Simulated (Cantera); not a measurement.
A perfectly stirred reactor is fed with CH4 : H2O = 1 : 4 (molar parts), at 4350 Torr; it is held at 1700 K, and followed from long to short residence time.

Cantera simulation using GRI-Mech 3.0 (53 species, 325 reactions); the numbers are that mechanism's predictions, not measurements.

x: mole fraction; the columns are a selection and need not sum to one.

```tsv
τ (s)	x CH4	x H2O	x C2H	x CH2CO	x H2	x CH2
0.84	0.0222	0.460	3.26e-9	4.55e-6	0.395	6.79e-9
0.29	(withheld)	(withheld)	(withheld)	(withheld)	(withheld)	(withheld)
0.10	0.0460	0.567	1.45e-8	2.32e-5	0.295	2.51e-8
0.035	0.0627	0.632	2.14e-8	3.76e-5	0.232	4.03e-8
0.012	(withheld)	0.689	(withheld)	4.78e-5	(withheld)	(withheld)
0.0041	0.117	0.733	2.17e-8	4.55e-5	0.112	7.01e-8
0.0014	0.148	0.764	1.39e-8	3.04e-5	0.0645	8.05e-8
0.00049	0.173	0.785	5.66e-9	1.19e-5	0.0301	8.78e-8
0.00017	0.189	0.795	1.07e-9	1.77e-6	0.0103	8.40e-8
```

Q: Fill in the missing entries.

A: 
- 0.29, x CH4: 0.0331
- 0.29, x H2O: 0.507
- 0.29, x C2H: 7.73e-9
- 0.29, x CH2CO: 1.13e-5
- 0.29, x H2: 0.352
- 0.29, x CH2: 1.36e-8
- 0.012, x CH4: 0.0864
- 0.012, x C2H: 2.46e-8
- 0.012, x H2: 0.169
- 0.012, x CH2: 5.66e-8
